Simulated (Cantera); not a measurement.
An isothermal, constant-pressure homogeneous reactor starts with NH₃ : N₂ = 1 : 0.1 (molar parts), at 2125 K and 698 Torr.

Cantera simulation using the gas-phase N/H chemistry of the illustrative SiF4/NH3 mechanism in the Surface Chemkin manual (1991); the numbers are that mechanism's predictions, not measurements. Walls and surfaces, which speed up NH3 decomposition in real reactors, are not modelled.

x: mole fraction; the columns are a selection and need not sum to one.

```csv
t (s),x NH₃,x H,x N₂H₂,x N₂H₄,x NH,x N
0.000200,0.886,1.83e-5,1.42e-5,1.01e-6,…,1.97e-7
0.000522,0.849,4.34e-5,1.30e-5,8.64e-7,…,4.78e-7
0.00136,0.763,0.000101,1.07e-5,6.56e-7,2.88e-5,9.63e-7
0.00356,0.589,0.000225,7.06e-6,4.17e-7,3.03e-5,1.48e-6
0.00928,0.332,0.000475,3.20e-6,1.83e-7,…,1.85e-6
0.0242,0.101,0.000965,7.57e-7,3.59e-8,…,2.01e-6
0.0632,0.00882,0.00223,4.20e-8,1.17e-9,…,1.66e-6
0.165,0.000589,0.00317,4.90e-10,1.05e-11,…,3.17e-7
0.431,0.000147,0.00320,3.24e-11,<1e-12,…,8.13e-8
1.12,4.98e-5,0.00320,4.72e-12,<1e-12,…,2.75e-8
2.94,1.86e-5,0.00320,1.65e-12,<1e-12,…,1.03e-8
7.66,7.98e-6,0.00320,1.24e-12,<1e-12,…,4.41e-9
20.0,5.15e-6,0.00320,1.19e-12,<1e-12,…,2.85e-9
```

**Question.** Some entries are withheld; supply them.

**Answer.** 
- 0.000200, x NH: 2.18e-5
- 0.000522, x NH: 2.51e-5
- 0.00928, x NH: 2.73e-5
- 0.0242, x NH: 1.89e-5
- 0.0632, x NH: 7.31e-6
- 0.165, x NH: 9.82e-7
- 0.431, x NH: 2.50e-7
- 1.12, x NH: 8.44e-8
- 2.94, x NH: 3.15e-8
- 7.66, x NH: 1.35e-8
- 20.0, x NH: 8.73e-9
